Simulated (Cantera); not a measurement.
Input: 1 mol Si3N4, 2.3 mol HCl, at 1325 °C and 6.80 Pa.

Equilibrium computed with Cantera from the NASA thermochemical tables; the gas is ideal and each condensed phase is pure. Candidate condensed phases: NH4Cl, Si, Si3N4; 28 gas species. The tables' values for SiCl, SiCl3 are old estimates; treat these amounts as uncertain. Equilibrium is a limit: real reactors are often held back by kinetics, nucleation or transport.

Base state: N2 0.463, H2 0.209, SiCl2 0.208, HCl 0.112, H 0.00295, Si 0.00138, Cl 0.00126, SiCl 0.000932 (mole fractions); condensed: Si(s).

What changes in the equilibrium state with this change: temperature from 1325 °C to 1127 °C?


```csv
species,before,after
H2,0.209,0.293
SiCl2,0.208,0.285
HCl,0.112,0.222
N2,0.463,0.194
Si2N,1.12e-5,3.88e-8
Si,0.00138,6.95e-6
SiCl4,4.03e-6,0.000343
SiH,1.14e-5,1.55e-7
SiHCl3,1.08e-6,3.20e-5
"Si(s), mol",2.09,0
"Si3N4(s), mol",0,0.725
```
The tables' values for SiCl3, SiCl are old estimates; treat these amounts as uncertain.
